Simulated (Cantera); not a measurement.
Input: 1 mol SiHCl3, 0.7 mol N2, 29 mol H2, at 1577 °C and 13.0 Pa.

These are equilibrium values from Cantera (NASA tables, ideal gas, pure condensed phases), not measurements of a reactor. The tables' values for SiCl, SiN are old estimates; treat these amounts as uncertain. Gases not in the tables: Si2H6 and higher silanes. The numbers say what is thermodynamically allowed, not how fast it happens.

| species | before | after |
|---|---|---|
| H2 | 0.832 | 0.855 |
| HCl | 0.0714 | 0.0647 |
| H | 0.0431 | 0.0274 |
| SiCl2 | 0.00750 | 0.0120 |
| Si | 0.0210 | 0.0166 |
| N2 | 0.0211 | 0.0214 |
| Si3 | 6.11e-6 | 1.93e-5 |
| Si2N | 8.61e-6 | 2.18e-5 |
| SiH2 | 1.49e-5 | 3.05e-5 |
| Cl | 0.00281 | 0.00158 |
| Si2 | 6.23e-5 | 9.82e-5 |
| SiH | 0.000217 | 0.000276 |
Gas species are given as mole fractions.

### Question
Which change was made?
A) temperature from 1577 °C to 1050 °C
B) temperature from 1577 °C to 675 °C
C) temperature from 1577 °C to 1127 °C
D) pressure from 13.0 Pa to 33.0 Pa

### Answer
D, pressure from 13.0 Pa to 33.0 Pa
